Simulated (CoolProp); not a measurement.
Saturation properties of R245fa (Tc = 427.0 K, pc = 36.51 bar, ω = 0.378).

The numbers come from the reference Helmholtz-energy equation of state, Akasaka 2015 in CoolProp.

| T (K) | p (bar) | vapour density (kg/m³) | enthalpy of vaporisation (kJ/kg) | liquid viscosity (µPa s) | vapour viscosity (µPa s) | liquid conductivity (mW/(m K)) |
|---|---|---|---|---|---|---|
| 260 | 0.2820 | 1.779 | 211.3 | 637 | 10.3 | 104 |
| 264 | 0.3450 | 2.149 | 209.3 | 604 | 10.4 | 103 |
| 267.9 | 0.4170 | 2.568 | 207.4 | 573 | 10.6 | 101 |
| 271.9 | 0.5031 | 3.062 | 205.4 | 544 | 10.7 | 100 |
| 275.8 | 0.6003 | 3.615 | 203.4 | 518 | 10.9 | 98.8 |
| 279.8 | 0.7151 | 4.261 | 201.3 | 493 | 11.1 | 97.5 |
| 283.7 | 0.8433 | 4.977 | 199.2 | 470 | 11.2 | 96.3 |
| 287.7 | 0.9932 | 5.808 | 197.0 | 447 | 11.4 | 95.1 |
| 291.6 | 1.159 | 6.720 | 194.9 | 427 | 11.6 | 93.9 |
| 295.6 | 1.351 | 7.769 | 192.7 | 407 | 11.7 | 92.7 |
| 299.5 | 1.561 | 8.914 | 190.5 | 389 | 11.9 | 91.6 |
| 303.4 | 1.797 | 10.19 | 188.2 | 371 | 12.0 | 90.4 |
| 307.4 | 2.066 | 11.64 | 185.8 | 354 | 12.2 | 89.2 |
| 311.3 | 2.357 | 13.21 | 183.5 | 339 | 12.4 | 88.1 |

It boils at 288.2 K under 1 atm.

Viscosity comes from a separate model (Bell 2016), an estimate that may be off by 10 % or more. Thermal conductivity comes from a separate model (Huber 2003), an estimate that may be off by 10 % or more.
